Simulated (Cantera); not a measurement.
A Cantera script and its output.

```python
import numpy as np
import cantera as ct

gas = ct.Solution("gri30.yaml")


def delay(T, t_max=10):
    gas.TPX = T, 3600000, {'CH4': 1, 'H2': 0.057, 'O2': 3.27, 'N2': 12.3, 'CO2': 0.34}
    reactor = ct.IdealGasConstPressureReactor(gas, clone=False)
    net = ct.ReactorNet([reactor])
    net.rtol, net.atol = 1e-8, 1e-16
    while net.time < t_max:
        t_old, T_old = net.time, reactor.T
        net.step()
        if reactor.T > T + 400:  # ignition: a rise of 400 K
            return t_old + (T + 400 - T_old) / (reactor.T - T_old) * (net.time - t_old)
    return np.nan


taus = []
for T in [950, 1025, 1100, 1175, 1250, 1325, 1400, 1475, 1550, 1625]:
    taus.append(delay(T))
    print(f"T0 = {T:6g} K   tau = {taus[-1]:.4e} s")
```

Output:

```
T0 =    950 K   tau = 3.1285e-02 s
T0 =   1025 K   tau = 7.2215e-03 s
T0 =   1100 K   tau = 2.2042e-03 s
T0 =   1175 K   tau = 8.2833e-04 s
T0 =   1250 K   tau = 3.6175e-04 s
T0 =   1325 K   tau = 1.7502e-04 s
T0 =   1400 K   tau = 9.0595e-05 s
T0 =   1475 K   tau = 4.9149e-05 s
T0 =   1550 K   tau = 2.7656e-05 s
T0 =   1625 K   tau = 1.6064e-05 s
```

Model: GRI-Mech 3.0 (53 species, 325 reactions), integrated in Cantera. The pressure lies above the range GRI-Mech 3.0 was tuned for (to about 10 atm). Below about 1000 K GRI-Mech 3.0 lacks low-temperature oxidation paths.
